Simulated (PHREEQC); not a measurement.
# Metal-bearing waste water: speciation

A solution holds 0.017 mol/kgw ZnSO4 and 0.047 mol/kgw NaF, at 25 °C. Closed to the air; pH follows from the charge balance.

Computed with PHREEQC (ion-association model, wateq4f.dat).

This is a speciation only: nothing precipitates in the calculation.

Predict the pH, ionic strength.

pH 6.50; ionic strength 0.0894 mol/kgw.

In which forms is F present?

F- 93 %, ZnF+ 5.3 %, NaF 1.4 % of the F.
